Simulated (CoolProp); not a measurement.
Vapour-liquid equilibrium of R1234yf (1) + R227EA (2) at 287.5 K; x and y are mole fractions of (1).

The numbers come from the multi-fluid Helmholtz-energy mixture model, Lemmon 2022 and Lemmon 2016; pair parameters Bell 2016 in CoolProp.

| x | bubble pressure, mixture model (MPa) | bubble pressure, Raoult's law (MPa) | y, mixture model | y, Raoult's law |
|---|---|---|---|---|
| 0.05 | ___ | 0.3327 | 0.073 | 0.075 |
| 0.2 | 0.3598 | 0.3592 | 0.269 | 0.279 |
| 0.35 | ___ | 0.3856 | 0.439 | 0.454 |
| 0.5 | 0.4121 | 0.4121 | ___ | 0.607 |
| 0.65 | 0.4382 | 0.4386 | 0.728 | 0.742 |
| 0.8 | 0.4646 | 0.4651 | 0.852 | 0.861 |
| 0.95 | 0.4914 | 0.4916 | ___ | 0.967 |

Task: Complete the blanks.

Result: 
- 0.05, bubble pressure, mixture model (MPa): 0.3330
- 0.35, bubble pressure, mixture model (MPa): 0.3861
- 0.5, y, mixture model: 0.591
- 0.95, y, mixture model: 0.965

The largest gap from Raoult's law is +0.2 % in bubble pressure, at x = 0.2. No azeotrope shows between x = 0.05 and 0.95.

The pair parameters rest on a limited set of measurements; away from them the model extrapolates.
